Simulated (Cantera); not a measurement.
An isothermal, constant-pressure homogeneous reactor starts with H₂ : O₂ : N₂ = 1.8 : 1 : 3.2 (molar parts), equivalence ratio 0.90, at 750 K and 0.720 bar. Integrator tolerance rtol = 1e-08.

Cantera simulation using GRI-Mech 3.0 (53 species, 325 reactions); the numbers are that mechanism's predictions, not measurements. Below about 950 K walls govern HO2 and H2O2 in real vessels. The temperature is held fixed by assumption; the heat of reaction is taken as removed at once.

Task: What does this change do: temperature 750 to 1025 K?

Result: 
```tsv
quantity	before	after
x(H₂) at 8.00 s	0.300 (gas-phase equilibrium <1e-12)	1.87e-6 (gas-phase equilibrium 5.41e-10)
x(O₂) at 8.00 s	0.167 (gas-phase equilibrium 0.0196)	0.0196 (gas-phase equilibrium 0.0196)
x(N₂O) at 8.00 s	<1e-12 (gas-phase equilibrium 1.97e-11)	3.57e-8 (gas-phase equilibrium 6.81e-10)
x(OH) at 8.00 s	<1e-12 (gas-phase equilibrium 1.94e-10)	5.11e-8 (gas-phase equilibrium 2.09e-7)
x(H₂O₂) at 8.00 s	1.20e-6 (gas-phase equilibrium 1.69e-12)	3.28e-10 (gas-phase equilibrium 1.61e-10)
x(H) at 8.00 s	2.96e-12 (gas-phase equilibrium <1e-12)	2.93e-11 (gas-phase equilibrium <1e-12)
```
